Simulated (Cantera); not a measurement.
A Cantera script and what it prints.

```python
import numpy as np
import cantera as ct

gas_names = [...]  # 118 gases of nasa_gas.yaml made of C, Cl, F, H
cond_names = """
    C(gr) C6H6(L) C7H8(L) C8H18(L),n-octa
""".split()


# ... load() reads the species with a 1 bar reference pressure and builds the phases ...
atoms = {
    'C2F6': {'C': 2, 'F': 6},
    'HCl': {'H': 1, 'CL': 1},
    'H2': {'H': 2},
}
top_T = {'C(gr)': 4500}  # K; cautious upper limits of use, not melting points


# ... equilibrate(T, P, feed) seeds the gas with the atoms and calls Mixture.equilibrate('TP', solver="vcs", rtol=1e-11, max_steps=5000) ...
results = []
feed = {'C2F6': 1, 'HCl': 0.59, 'H2': 2.2}  # mol
T = 1725  # K
for P in [1, 6.8, 46, 320, 2200, 15000, 100000]:
    mix = equilibrate(T, P, feed)
    results.append((T, P, feed, dict(zip(mix.species_names, mix.species_moles))))

top = {s: max(r[3][s] / sum(r[3][g] for g in gas_names) for r in results) for s in gas_names}
cols = sorted((s for s in top if top[s] > 1e-06), key=lambda s: -top[s])[:8]
seen = [c for c in cond_names if any(r[3].get(c, 0) > 1e-12 for r in results)]
print("log10 of partial pressures in bar; condensed amounts in mol")
print(f"{'P/Pa':>10s}" + "".join(f"{s[:9]:>10s}" for s in cols + seen))
for T, P, feed, n in results:
    ng = sum(n[g] for g in gas_names)
    print(f"{P:10.4g}" + "".join(f"{np.log10(max(n[s] / ng * P / 1e5, 1e-99)):10.3f}" for s in cols)
          + "".join(f"{n.get(c, 0):10.4g}" for c in seen))
```

Result:

```
log10 of partial pressures in bar; condensed amounts in mol
      P/Pa        HF        CL         F       HCL       CF4       CF2       CL2     CCLF3     C(gr)
         1    -5.103    -6.030    -6.053    -8.918    -7.144    -6.676   -10.740   -11.601      1.82
       6.8    -4.248    -5.177    -5.701    -7.562    -5.739    -5.974    -9.035    -9.694     1.743
        46    -3.409    -4.344    -5.457    -6.133    -4.761    -5.485    -7.367    -8.127     1.735
       320    -2.565    -3.523    -5.232    -4.692    -3.862    -5.035    -5.725    -6.632     1.732
      2200    -1.728    -2.776    -5.010    -3.332    -2.973    -4.591    -4.232    -5.218     1.714
   1.5e+04    -0.898    -2.183    -4.785    -2.134    -2.072    -4.140    -3.046    -3.949     1.677
     1e+05    -0.079    -1.764    -4.565    -1.115    -1.193    -3.701    -2.208    -2.871      1.64
```

Equilibrium computed with Cantera from the NASA thermochemical tables; the gas is ideal and each condensed phase is pure. The feed counts by its element totals alone. Gases not in the tables: C2F6 and larger saturated fluorocarbons.
